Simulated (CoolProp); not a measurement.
Values from CoolProp's reference Helmholtz-energy equation of state, Thol 2016.

Q: Give the vapour pressure (bar), vapour density (kg/m³), surface tension (mN/m) of saturated hexamethyldisiloxane (MM) at 290, 362.9 K.

A: 
| T (K) | p (bar) | vapour density (kg/m³) | surface tension (mN/m) |
|---|---|---|---|
| 290 | 0.0364 | 0.246 | 16.1 |
| 362.9 | 0.733 | 4.16 | 9.91 |

Surface tension comes from a separate correlation (Mulero 2014), older than this fluid's equation and unchecked against measurements.
